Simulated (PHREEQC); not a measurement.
Dissolve 0.0028 mol/kgw HF, 0.068 mol/kgw (NH4)2SiF6, 0.006 mol/kgw H3AsO4 and 0.0028 mol/kgw HCl at 25 °C. Closed to the air; pH follows from the charge balance.

The numbers come from PHREEQC with the ion-association model, wateq4f.dat.

| Property | Result |
|---|---|
| pH | 2.30 |
| ionic strength | 0.210 mol/kgw |
| total alkalinity | -284 meq/kg |

```
species  molality  activity   log γ
-------  --------  --------  ------
NH4+        0.136     0.101  -0.128
SiF6-2     0.0676    0.0198  -0.533
H+        0.00634   0.00504  -0.099
HF        0.00431   0.00452   0.021
H2AsO4-   0.00350   0.00261  -0.128
Cl-       0.00280   0.00198  -0.150
H3AsO4    0.00250   0.00262   0.021
```

No solid was allowed to form. Saturation is exceeded, for instance for Quartz (slow to form), Chalcedony (slow to form); the values hold only as long as no solid forms. SiF6-2 is the database's only silicon fluoride.
